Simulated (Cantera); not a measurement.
Input: 1 mol Si, 0.18 mol H2O, 48 mol N2, held at 1673 K.

Equilibrium computed with Cantera from the NASA thermochemical tables; the gas is ideal and each condensed phase is pure. Candidate condensed phases: H2O, Si, SiO2, Si2N2O, Si3N4; 35 gas species. Mutual solubility and eutectic melting of coexisting phases are not modelled. The tables' values for SiN are old estimates; treat these amounts as uncertain. Rates play no part.

x: gas mole fraction; n: condensed amount in mol.

```json
[
 {"P (Pa)": "0.100", "x N2": "0.974", "x Si": "0.0166", "x H": "0.00436", "x H2": "0.00147", "n Si(s)": "0", "n Si2N2O(s)": "0", "n Si3N4(s)": "0"},
 {"P (Pa)": "2.50", "x N2": "0.976", "x Si": "0.0163", "x H": "0.00125", "x H2": "0.00303", "n Si(s)": "0", "n Si2N2O(s)": "0", "n Si3N4(s)": "0"},
 {"P (Pa)": "63", "x N2": "0.992", "x Si": "0.000663", "x H": "0.000272", "x H2": "0.00358", "n Si(s)": "0.785", "n Si2N2O(s)": "0", "n Si3N4(s)": "0"},
 {"P (Pa)": "1600", "x N2": "0.995", "x Si": "___", "x H": "___", "x H2": "0.00375", "n Si(s)": "0", "n Si2N2O(s)": "___", "n Si3N4(s)": "0.228"},
 {"P (Pa)": "40000", "x N2": "0.996", "x Si": "___", "x H": "___", "x H2": "0.00378", "n Si(s)": "0", "n Si2N2O(s)": "0.179", "n Si3N4(s)": "0.214"},
 {"P (Pa)": "1000000", "x N2": "0.996", "x Si": "9.00e-11", "x H": "2.21e-6", "x H2": "0.00378", "n Si(s)": "0", "n Si2N2O(s)": "0.180", "n Si3N4(s)": "0.213"}
]
```

Q: Fill in the missing entries.

A: 
- 40000, x Si: 1.92e-8
- 40000, x H: 1.11e-5
- 1600, x Si: 4.11e-6
- 1600, x H: 5.51e-5
- 1600, n Si2N2O(s): 0.136
